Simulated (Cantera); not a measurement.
## Catalytic combustion on Pt

An isothermal plug-flow reactor at 1098 K and 190000 Pa (inlet), inlet velocity 4.1 m/s, active area per volume 5200 1/m; feed CH4 : O2 : N2 = 0.0054 : 0.13 : 0.79 (molar parts).

Cantera simulation using Deutschmann's 1995 Pt surface mechanism with GRI-Mech 3.0 gas chemistry; the numbers are that mechanism's predictions, not measurements. Catalytic surfaces can have several steady states; this one follows from the mechanism file's or the stated starting coverage. Mass transfer to the wall is taken as infinitely fast.

| z (m) | x CH4 | x O2 | x H2O | x CO2 | x CO | θ free Pt | θ O* | θ OH* |
|---|---|---|---|---|---|---|---|---|
| 6.3e-05 | 0.00578 | 0.140 | 0.000113 | 5.30e-5 | 3.36e-6 | 0.247 | 0.753 | 0.000272 |
| 0.00011 | 0.00574 | 0.140 | 0.000196 | 9.42e-5 | 3.88e-6 | 0.247 | 0.753 | 0.000325 |
| 0.0002 | 0.00566 | 0.140 | 0.000354 | 0.000173 | 4.03e-6 | 0.247 | 0.752 | 0.000407 |
| 0.00036 | 0.00552 | 0.140 | 0.000630 | 0.000311 | 3.95e-6 | 0.247 | 0.752 | 0.000520 |
| 0.00063 | 0.00529 | 0.139 | 0.00108 | 0.000536 | 3.79e-6 | 0.247 | 0.752 | 0.000664 |
| 0.0011 | 0.00492 | 0.139 | 0.00182 | 0.000907 | 3.53e-6 | 0.247 | 0.752 | 0.000850 |
| 0.002 | 0.00428 | 0.137 | 0.00310 | 0.00155 | 3.07e-6 | 0.248 | 0.751 | 0.00110 |
| 0.0036 | 0.00333 | 0.135 | 0.00499 | 0.00249 | 2.40e-6 | 0.248 | 0.750 | 0.00139 |
| 0.0063 | 0.00218 | 0.133 | 0.00728 | 0.00363 | 1.58e-6 | 0.249 | 0.750 | 0.00167 |
x: gas mole fraction; θ: surface coverage.
